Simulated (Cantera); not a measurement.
Gas-phase reforming

A perfectly stirred reactor is fed with 64.6 % CH4, 23.9 % H2O, 6.39 % H2, 5.16 % N2, at 7.01 atm; it is held at 2025 K, and followed from long to short residence time.

Detailed kinetics in Cantera: GRI-Mech 3.0 (53 species, 325 reactions). GRI-Mech 3.0 stops at C3 and has no aromatics, soot or wall deposition, so with more carbon than oxygen in the feed, carbon stays in small species such as C2H2 where larger ones or solid carbon would form.

```csv
τ (s),x CH4,x H2O,x H2,x CH2O,x OH,x C2H4,x HO2
0.73,0.0185,0.00141,0.721,2.74e-7,1.26e-7,0.00295,<1e-12
0.37,0.0190,0.00274,0.720,2.79e-7,2.44e-7,0.00297,<1e-12
0.18,0.0200,0.00543,0.717,2.91e-7,4.84e-7,0.00300,<1e-12
0.093,0.0217,0.00990,0.712,3.15e-7,8.85e-7,0.00305,<1e-12
0.047,0.0246,0.0177,0.704,3.69e-7,1.59e-6,0.00314,<1e-12
0.023,0.0296,0.0305,0.691,4.98e-7,2.75e-6,0.00328,<1e-12
0.012,0.0363,0.0466,0.673,7.42e-7,4.24e-6,0.00346,<1e-12
0.0059,0.0468,0.0684,0.649,1.25e-6,6.30e-6,0.00370,<1e-12
0.0030,0.0608,0.0912,0.620,2.12e-6,8.48e-6,0.00396,<1e-12
0.0015,0.0808,0.114,0.587,3.54e-6,1.07e-5,0.00430,1.41e-12
```
x: mole fraction; the columns are a selection and need not sum to one.
